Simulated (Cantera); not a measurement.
Charge: 1 mol TiO2, 46 mol Cl2, 0.38 mol H2, at 10.0 mbar.

Equilibrium computed with Cantera from the NASA thermochemical tables; the gas is ideal and each condensed phase is pure. Candidate condensed phases: H2O, Ti, TiCl2, TiCl3, TiCl4, TiO, TiO2, Ti2O3, Ti3O5, Ti4O7; 23 gas species. Condensed phases not in the tables: TiOCl. Rates play no part.

Q: What share of the Ti ends up in condensed phases as a function of T (K), at 623, 723, 823, 923, 1023, 1123, 1223, 1323, 1423, 1523, 1623, 1723, 1823, 1923?

A: 
```
T (K)  Ti condensed (%)            as
-----  ----------------  ------------
623               100.0  TiO2(rutile)
723                99.9  TiO2(rutile)
823                99.7  TiO2(rutile)
923                98.6  TiO2(rutile)
1023               95.7  TiO2(rutile)
1123               89.3  TiO2(rutile)
1223               77.5  TiO2(rutile)
1323               59.3  TiO2(rutile)
1423               36.7  TiO2(rutile)
1523               17.5  TiO2(rutile)
1623               13.4  TiO2(rutile)
1723               26.7  TiO2(rutile)
1823               44.7  TiO2(rutile)
1923               55.7  TiO2(rutile)
```
